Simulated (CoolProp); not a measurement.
Carbon monoxide along the isobar 6.4 MPa: density (kg/m³) from the reference equation and from simpler models built on Tc = 132.9 K, pc = 3.498 MPa, ω = 0.050; each cubic takes its own stable root.

The numbers come from the reference Helmholtz-energy equation of state, Lemmon 2006 in CoolProp. It is a short technical equation, of lower accuracy than the large ones.

| T (K) | phase | reference | van der Waals | Redlich-Kwong |
|---|---|---|---|---|
| 103.4 | liquid | 713.8 | 507.6 | 706.8 |
| 132.6 | liquid | (withheld) | 405.5 | 497.4 |
| 161.8 | supercritical | 210.5 | 228.9 | 210.7 |
| 191 | supercritical | 137.3 | (withheld) | (withheld) |
| 220.2 | supercritical | (withheld) | 113.2 | 109.2 |
| 249.4 | supercritical | 90.95 | 94.57 | 91.91 |
| 278.6 | supercritical | 79.17 | 81.92 | 80.03 |
| 307.8 | supercritical | 70.42 | 72.59 | 71.20 |
| 337 | supercritical | 63.60 | 65.36 | 64.31 |
| 366.1 | supercritical | 58.11 | 59.56 | 58.76 |
| 395.3 | supercritical | 53.55 | 54.76 | 54.13 |
| 424.5 | supercritical | 49.69 | 50.72 | 50.23 |

Some entries are withheld; supply them.


- 132.6, reference: 533.8
- 191, van der Waals: 145.3
- 191, Redlich-Kwong: 138.4
- 220.2, reference: 108.1
